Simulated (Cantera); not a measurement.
A freely propagating, adiabatic, planar premixed flame of CH4 : CO : O2 : N2 = 1 : 0.12 : 1.72 : 7.9 (molar parts), unburnt at 475 K and 10.0 bar; multicomponent+Soret transport, grid criteria slope 0.08 and curve 0.16, no radiation.

Model: GRI-Mech 3.0 (53 species, 325 reactions), integrated in Cantera. Burning velocities carry a grid error of a few per cent, more on coarse grids.

Task: Predict: laminar burning velocity; thermal thickness; peak x(C2H2); peak x(CH3).

Result: 
```
Quantity                     Result
------------------------  ---------
laminar burning velocity  14.8 cm/s
thermal thickness          0.153 mm
peak x(C2H2)               0.000666
peak x(CH3)                0.000936
```
